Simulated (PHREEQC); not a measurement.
Solution (25 °C): 1.4 mmol/kgw Na2S and 0.45 mmol/kgw Na2SO4. Closed to the air; pH follows from the charge balance.

Computed with PHREEQC (ion-association model, wateq4f.dat).

This is a speciation only: nothing precipitates in the calculation.

### Question
Predict the pH.

### Answer
pH 11.11.

Complexes and solids missing from the database can't appear. The polysulfide entries of wateq4f.dat were taken out for this run.
